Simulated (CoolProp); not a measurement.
Properties of ethane along the isotherm 404.5 K (Tc = 305.3 K, pc = 4.872 MPa, ω = 0.099).

Model: reference Helmholtz-energy equation of state, Bücker 2006, in CoolProp.

```
p (MPa)  phase  cp (kJ/(kg K))  expansivity (1/kK)  conductivity (mW/(m K))  fugacity coefficient
-------  -----  --------------  ------------------  -----------------------  --------------------
0.221      gas           2.206               2.526                     36.8                0.9939
0.443      gas           2.218               2.581                     36.9                0.9877
0.664      gas           2.230               2.637                     37.0                0.9817
0.886      gas           2.242               2.696                     37.1                0.9756
1.11       gas           2.254               2.756                     37.3                0.9695
1.33       gas           2.267               2.817                     37.4                0.9636
1.55       gas           2.280               2.880                     37.5                0.9576
1.77       gas           2.293               2.944                     37.7                0.9517
1.99       gas           2.307               3.011                     37.8                0.9459
2.21       gas           2.322               3.079                     38.0                0.9400
2.44       gas           2.337               3.152                     38.1                0.9339
```

Thermal conductivity comes from a separate model (Friend 1991).
